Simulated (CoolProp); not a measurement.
CH2F2 (R32) along the isotherm 435 K: fugacity coefficient from the reference equation and from simpler models built on Tc = 351.3 K, pc = 57.83 bar, ω = 0.277; each cubic takes its own stable root.

Values from CoolProp's reference Helmholtz-energy equation of state, Tillner-Roth 1997.

| p (bar) | phase | reference | van der Waals | Redlich-Kwong | Soave-Redlich-Kwong |
|---|---|---|---|---|---|
| 7.23 | gas | 0.9780 | 0.9783 | 0.9776 | 0.9808 |
| 14.5 | gas | 0.9562 | 0.9566 | 0.9554 | 0.9618 |
| 21.7 | gas | 0.9350 | 0.9353 | 0.9338 | 0.9433 |
| 28.9 | gas | 0.9142 | 0.9142 | 0.9126 | 0.9252 |
| 36.1 | gas | 0.8938 | 0.8931 | 0.8916 | 0.9074 |
| 43.4 | gas | 0.8734 | 0.8719 | 0.8708 | 0.8897 |
| 50.6 | gas | 0.8537 | 0.8512 | 0.8506 | 0.8725 |
| 57.8 | gas | 0.8344 | 0.8305 | 0.8307 | 0.8558 |
| 65.1 | supercritical | 0.8152 | 0.8097 | 0.8110 | 0.8392 |
| 72.3 | supercritical | 0.7966 | 0.7892 | 0.7919 | 0.8232 |
| 79.5 | supercritical | 0.7785 | 0.7690 | 0.7733 | 0.8076 |
| 86.7 | supercritical | 0.7608 | 0.7489 | 0.7551 | 0.7924 |
